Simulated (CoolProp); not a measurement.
n-butane along the isobar 73.1 bar: Z from the reference equation and from simpler models built on Tc = 152.0 °C, pc = 37.96 bar, ω = 0.201; each cubic takes its own stable root.

Values from CoolProp's reference Helmholtz-energy equation of state, Bücker 2006.

| T (°C) | phase | reference |
|---|---|---|
| -114.35 | liquid | 0.4493 |
| -93.95 | liquid | 0.4087 |
| -73.55 | liquid | 0.3770 |
| -53.15 | liquid | 0.3517 |
| -32.65 | liquid | 0.3314 |
| -12.25 | liquid | 0.3151 |
| 8.15 | liquid | 0.3021 |
| 28.65 | liquid | 0.2918 |
| 49.05 | liquid | 0.2842 |
| 69.45 | liquid | 0.2792 |

Question: How far does each simpler model (van der Waals, Redlich-Kwong, Soave-Redlich-Kwong, Peng-Robinson) lie from the reference over these 10 states: mean and median of the absolute difference, and the worst?

Answer: 
- van der Waals: mean 57.2 %, median 57.2 %, worst +62.0 % at -114.35 °C and 73.1 bar
- Redlich-Kwong: mean 9.0 %, median 8.9 %, worst +10.4 % at 69.45 °C and 73.1 bar
- Soave-Redlich-Kwong: mean 7.3 %, median 7.0 %, worst +9.1 % at -114.35 °C and 73.1 bar
- Peng-Robinson: mean 4.6 %, median 4.9 %, worst -5.6 % at 8.15 °C and 73.1 bar
